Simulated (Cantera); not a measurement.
**Equilibrium for hydrogen reduction and annealing atmospheres: Cr2O3 + H2 + H2O**

A closed system holds: 1 mol Cr2O3, 0.51 mol H2, a varied amount of H2O, equilibrated at 1475 °C and 33.0 Pa.

Method: chemical equilibrium by Gibbs-energy minimisation in Cantera with the NASA 1993 tables (ideal gas, pure condensed phases). Candidate condensed phases: Cr, Cr2O3, H2O; 13 gas species. Rates play no part.

From 0.06 mol H2O to 1 mol H2O the condensed part is Cr2O3(s). The main Cr-bearing gas is Cr throughout.

```tsv
n(H2O) (mol)	x H2	x H2O	x H	x Cr	x OH	n Cr2O3(s)
0.06	0.881	0.106	0.0118	0.00114	8.32e-5	1.000
0.076	0.857	0.130	0.0117	0.000811	0.000103	1.000
0.096	0.830	0.158	0.0115	0.000575	0.000128	1.000
0.12	0.798	0.190	0.0113	0.000413	0.000156	1.000
0.15	0.762	0.226	0.0110	0.000296	0.000190	1.000
0.19	0.719	0.270	0.0107	0.000208	0.000234	1.000
0.25	0.662	0.327	0.0102	0.000138	0.000295	1.000
0.31	0.614	0.376	0.00987	9.99e-5	0.000353	1.000
0.39	0.559	0.431	0.00942	7.08e-5	0.000423	1.000
0.5	0.498	0.492	0.00889	4.87e-5	0.000513	1.000
0.63	0.441	0.550	0.00837	3.45e-5	0.000608	1.000
0.79	0.387	0.604	0.00784	2.45e-5	0.000714	1.000
1	0.333	0.659	0.00727	1.72e-5	0.000839	1.000
```
x: gas mole fraction; n: condensed amount in mol.
